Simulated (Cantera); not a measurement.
**Equilibrium for boron, boron nitride and boron oxide: B2O3 + H2O + H2**

Input: 1 mol B2O3, a varied amount of H2O, 0.38 mol H2, held at 2350 K and 0.0100 bar.

Method: chemical equilibrium by Gibbs-energy minimisation in Cantera with the NASA 1993 tables (ideal gas, pure condensed phases). Candidate condensed phases: B, B2O3, B3O3H3, H2O; 23 gas species. Rates play no part.

```csv
n(H2O) (mol),log p H2O,log p B2O3,log p HBO2,log p H2,log p BO,log p H,log p OH,log p BO2,log p HBO,log p O2,log p O
0.13,-3.69,-2.37,-2.64,-2.85,-3.05,-3.33,-4.93,-3.81,-3.61,-6.81,-5.58
0.18,-3.58,-2.39,-2.60,-2.84,-3.11,-3.32,-4.83,-3.77,-3.66,-6.61,-5.49
0.25,-3.45,-2.42,-2.55,-2.83,-3.19,-3.32,-4.70,-3.72,-3.73,-6.37,-5.37
0.35,-3.29,-2.47,-2.50,-2.82,-3.29,-3.31,-4.55,-3.67,-3.83,-6.07,-5.21
0.48,-3.13,-2.54,-2.45,-2.82,-3.41,-3.31,-4.39,-3.62,-3.95,-5.74,-5.05
0.67,-2.96,-2.63,-2.41,-2.83,-3.55,-3.32,-4.21,-3.58,-4.09,-5.37,-4.86
0.94,-2.79,-2.76,-2.39,-2.86,-3.70,-3.33,-4.03,-3.54,-4.26,-4.99,-4.67
1.3,-2.65,-2.91,-2.39,-2.89,-3.86,-3.35,-3.87,-3.53,-4.44,-4.64,-4.50
1.8,-2.52,-3.08,-2.41,-2.92,-4.03,-3.36,-3.73,-3.54,-4.62,-4.33,-4.35
2.5,-2.42,-3.28,-2.46,-2.94,-4.19,-3.38,-3.62,-3.58,-4.79,-4.08,-4.22
3.5,-2.35,-3.50,-2.54,-2.97,-4.35,-3.39,-3.53,-3.64,-4.96,-3.88,-4.12
4.9,-2.29,-3.74,-2.63,-2.98,-4.51,-3.39,-3.47,-3.73,-5.13,-3.74,-4.05
6.9,-2.24,-4.00,-2.73,-2.99,-4.66,-3.40,-3.42,-3.83,-5.28,-3.64,-4.00
```
log p: log10 of the partial pressure in bar; nothing condenses.

From 0.13 mol H2O to 6.9 mol H2O nothing is condensed. The main B-bearing gas is B2O3 at 0.13 mol H2O and HBO2 at 6.9 mol H2O.
